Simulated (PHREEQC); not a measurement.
Make-up at 25 °C: 0.0026 mol H2SeO4 and 0.00025 mol NaOH per kg of water. Closed to the air; pH follows from the charge balance.

Equilibrium calculation in PHREEQC: ion-association model, wateq4f.dat.

No solid was allowed to form.

Predict the pH, ionic strength.

pH 2.37; ionic strength 0.00713 mol/kgw.

In which forms is Se present?

SeO4-2 87 %, HSeO4- 13 % of the Se.
